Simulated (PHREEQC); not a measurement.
0.05 mol of Iodyrite (AgI) is brought to equilibrium with 1 kg of water holding 3 mmol/kgw NaCl, at 25 °C, the pH being set by adding NaOH or HCl. O2 is buffered at 0.21 atm. No CO2 enters from the air. Solids allowed: Iodyrite, Cerargyrite, Ag2O. Others were left out.

Base run: PHREEQC, ion-association model, wateq4f.dat. Each further column changes one thing. The table gives dissolved Ag (mol/kgw).

```
pH        base  temperature from 25 to 20 °C
-----  -------  ----------------------------
5      2.71e-8                       1.90e-8
6.17   2.71e-8                       1.90e-8
7.33   2.71e-8                       1.90e-8
8.5    2.71e-8                       1.90e-8
9.67   2.71e-8                       1.90e-8
10.83  2.72e-8                       1.91e-8
12     3.08e-8                       2.14e-8
```
